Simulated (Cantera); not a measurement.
# Equilibrium for carbon deposition, reforming and gasification: n-butane + O2

Feed: 1 mol n-butane, 0.061 mol O2, held at 23.0 mbar.

Equilibrium computed with Cantera from the NASA thermochemical tables; the gas is ideal and each condensed phase is pure. Candidate condensed phases: C, C6H6, C7H8, C8H18, H2O; 110 gas species. Equilibrium is a limit: real reactors are often held back by kinetics, nucleation or transport.

| T (°C) | x H2 | x H | x CO | x C2H2 (acetylene) | x CH4 | n C(graphite) |
|---|---|---|---|---|---|---|
| 1152 | 0.976 | 4.44e-5 | 0.0238 | 3.44e-6 | 8.26e-5 | 3.88 |
| 1227 | 0.976 | 0.000115 | 0.0238 | 8.81e-6 | 5.63e-5 | 3.88 |
| 1302 | 0.976 | 0.000271 | 0.0238 | 2.06e-5 | 3.98e-5 | 3.88 |
| 1377 | 0.976 | 0.000592 | 0.0238 | 4.45e-5 | 2.91e-5 | 3.88 |
| 1452 | 0.975 | 0.00121 | 0.0238 | 8.98e-5 | 2.18e-5 | 3.88 |
| 1527 | 0.974 | 0.00233 | 0.0238 | 0.000171 | 1.68e-5 | 3.88 |
| 1602 | 0.972 | 0.00426 | 0.0238 | 0.000308 | 1.32e-5 | 3.87 |
| 1677 | 0.968 | 0.00744 | 0.0237 | 0.000529 | 1.05e-5 | 3.87 |
| 1752 | 0.963 | 0.0125 | 0.0237 | 0.000871 | 8.48e-6 | 3.87 |
| 1827 | 0.955 | 0.0201 | 0.0236 | 0.00138 | 6.92e-6 | 3.86 |
| 1902 | 0.943 | 0.0313 | 0.0234 | 0.00210 | 5.68e-6 | 3.86 |
| 1977 | 0.926 | 0.0471 | 0.0233 | 0.00310 | 4.67e-6 | 3.85 |
| 2052 | 0.904 | 0.0690 | 0.0230 | 0.00442 | 3.83e-6 | 3.83 |
x: gas mole fraction; n: condensed amount in mol.

From 1152 °C to 2052 °C the condensed part is C(graphite). The main C-bearing gas is CO throughout.
